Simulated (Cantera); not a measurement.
A Cantera script and what it prints.

```python
import numpy as np
import cantera as ct

gas_names = """
    TiCL3 TiCL4 CCL4 CL
""".split()
cond_names = """
    C(gr) TiC(s) TiC(L) TiCL4(L) TiCL3(s)
""".split()


def load(file, names, dense=False):
    # The tables refer to 1 bar. Condensed volumes are neglected.
    table = {s.name: s for s in ct.Species.list_from_file(file)}
    out = []
    for n in names:
        d = dict(table[n].input_data)
        d["thermo"] = dict(d["thermo"], **{"reference-pressure": 1e5})
        if dense:
            d["equation-of-state"] = {"model": "constant-volume", "density": "1e6 g/cm^3"}
        out.append(ct.Species.from_dict(d))
    return out


species = {s.name: s for s in load("nasa_gas.yaml", gas_names) + load("nasa_condensed.yaml", cond_names)}
# Each term lists the table entries of one substance; the one whose range holds T is used.
reactions = {
    'C + 4 TiCl3(g) = TiC + 3 TiCl4':
        [(-1, ['C(gr)']), (-4, ['TiCL3']), (1, ['TiC(s)', 'TiC(L)']), (3, ['TiCL4(L)'])],
    '4 TiCl4(g) + C = 4 TiCl3 + CCl4(g)':
        [(-4, ['TiCL4']), (-1, ['C(gr)']), (4, ['TiCL3(s)']), (1, ['CCL4'])],
    'TiC + 8 Cl(g) = CCl4(g) + TiCl4(g)':
        [(-1, ['TiC(s)', 'TiC(L)']), (-8, ['CL']), (1, ['CCL4']), (1, ['TiCL4'])],
}


def pick(names, T):
    return next(species[n] for n in names if species[n].thermo.min_temp <= T <= species[n].thermo.max_temp)


results = []
for label, terms in reactions.items():
    print(label)
    print("     T/K   dH/kJ  dS/(J/K)   dG/kJ   log10 K")
    for T in [300, 373, 423, 473, 523]:
        used = [(nu, pick(names, T)) for nu, names in terms]
        dH = sum(nu * s.thermo.h(T) for nu, s in used) / 1e6
        dS = sum(nu * s.thermo.s(T) for nu, s in used) / 1e3
        dG = dH - T * dS / 1e3
        logK = -dG * 1e6 / (ct.gas_constant * T * np.log(10))
        results.append((label, T, dH, dS, dG, logK, [s.name for _, s in used]))
        print(f"{T:8g} {dH:8.1f} {dS:8.1f} {dG:8.1f} {logK:8.2f}")
```

Result:

```
C + 4 TiCl3(g) = TiC + 3 TiCl4
     T/K   dH/kJ  dS/(J/K)   dG/kJ   log10 K
     300   -439.0   -490.7   -291.8    50.81
     373   -427.1   -455.2   -257.4    36.04
     423   -419.5   -435.9   -235.1    29.03
     473   -412.1   -419.3   -213.7    23.60
     523   -404.8   -404.8   -193.1    19.29
4 TiCl4(g) + C = 4 TiCl3 + CCl4(g)
     T/K   dH/kJ  dS/(J/K)   dG/kJ   log10 K
     300     70.0   -555.7    236.8   -41.22
     373     75.7   -538.8    276.7   -38.75
     423     79.4   -529.5    303.4   -37.46
     473     83.0   -521.4    329.7   -36.40
     523     86.6   -514.2    355.5   -35.51
TiC + 8 Cl(g) = CCl4(g) + TiCl4(g)
     T/K   dH/kJ  dS/(J/K)   dG/kJ   log10 K
     300  -1645.3   -680.9  -1441.0   250.90
     373  -1647.4   -687.2  -1391.1   194.80
     423  -1648.9   -690.8  -1356.6   167.52
     473  -1650.2   -693.9  -1322.0   145.99
     523  -1651.6   -696.7  -1287.3   128.56
```

Cantera with NASA thermochemical tables; ideal gases at 1 bar, condensed phases pure. TiC: taken at fixed stoichiometry. Condensed species are held in their standard states even where they would react or evaporate.
